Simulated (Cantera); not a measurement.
# B₂H₆ + H₂O (boron, boron nitride and boron oxide)

Input: 1 mol B₂H₆, 0.11 mol H₂O, equilibrated at 13300 Pa.

Equilibrium computed with Cantera from the NASA thermochemical tables; the gas is ideal and each condensed phase is pure. Candidate condensed phases: B, B₂O₃, B₃O₃H₃, H₂O; 23 gas species. The feed counts by its element totals alone. Mutual solubility and eutectic melting of coexisting phases are not modelled. The tables' values for BH₂ are old estimates; treat these amounts as uncertain. Kinetics and transport are ignored.

From 977 °C to 1277 °C the condensed part is B(s) + B₂O₃(l). From 1327 °C to 1527 °C the condensed part is B(s). The main B-bearing gas is B₃O₃H₃ at 977 °C and HBO at 1527 °C. The share of B in condensed phases is highest at 977 °C (98.8 %) and lowest at 1527 °C (94.5 %).

```
T (°C)   x H₂     x HBO    x B₂O₂  x B₃O₃H₃  n B(s)  n B₂O₃(l)
------  -----  --------  --------  --------  ------  ---------
977     0.997  0.000369   2.31e-6   0.00252    1.92     0.0284
1027    0.997  0.000790   8.75e-6   0.00253    1.92     0.0279
1077    0.996   0.00159   2.99e-5   0.00253    1.92     0.0270
1127    0.994   0.00305   9.32e-5   0.00252    1.92     0.0253
1177    0.991   0.00557  0.000268   0.00250    1.91     0.0221
1227    0.987   0.00973  0.000715   0.00247    1.91     0.0163
1277    0.978    0.0164   0.00179   0.00241    1.90    0.00585
1327    0.972    0.0220   0.00288   0.00134    1.89          0
1377    0.971    0.0244   0.00317  0.000459    1.89          0
1427    0.969    0.0258   0.00318  0.000147    1.89          0
1477    0.969    0.0267   0.00308   4.78e-5    1.89          0
1527    0.968    0.0273   0.00293   1.61e-5    1.89          0
```
x: gas mole fraction; n: condensed amount in mol.
